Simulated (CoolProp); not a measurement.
Nitrogen along the isotherm 81.3 K: fugacity coefficient from the reference equation and from simpler models built on Tc = 126.2 K, pc = 33.96 bar, ω = 0.037; each cubic takes its own stable root.

Values from CoolProp's reference Helmholtz-energy equation of state, Span 2000.

```tsv
p (bar)	phase	reference
3.18	liquid	0.4717
6.37	liquid	0.2395
9.55	liquid	0.1624
12.7	liquid	0.1242
15.9	liquid	0.1008
19.1	liquid	0.08537
22.3	liquid	0.07435
25.5	liquid	0.06612
28.7	liquid	0.05973
31.8	liquid	0.05479
35	liquid	0.05061
38.2	liquid	0.04715
41.4	liquid	0.04423
44.6	liquid	0.04175
47.8	liquid	0.03960
50.9	liquid	0.03779
```

Q: How far does each simpler model (Redlich-Kwong, Soave-Redlich-Kwong, Peng-Robinson) lie from the reference over these 16 states: mean and median of the absolute difference, and the worst?

A: 
- Redlich-Kwong: mean 9.5 %, median 9.5 %, worst -9.6 % at 81.3 K and 50.9 bar
- Soave-Redlich-Kwong: mean 0.4 %, median 0.4 %, worst -0.4 % at 81.3 K and 50.9 bar
- Peng-Robinson: mean 0.9 %, median 0.8 %, worst -2.1 % at 81.3 K and 50.9 bar
